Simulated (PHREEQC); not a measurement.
Consider water at 45 °C with 160 mmol/kgw HF, 0.047 mmol/kgw (CH3)4NF, 2 mmol/kgw H2SiF6 and 0.044 mmol/kgw HCl. Closed to the air; pH follows from the charge balance.

The numbers come from PHREEQC with the ion-association model, phreeqc.dat.

Task: The ionic strength comes out as 0.0160 mol/kgw. What activity coefficients do SiF6-2, HF2-, F-, H+, Cl- get?

Result: SiF6-2 0.60, HF2- 0.88, F- 0.87, H+ 0.89, Cl- 0.87.

No solid was allowed to form. (CH3)4N+ isn't in the database: it is added as a free cation with an ion size of 4 Å. Constants without temperature data keep their 25 °C values here. SiF6-2 is the database's only silicon fluoride.
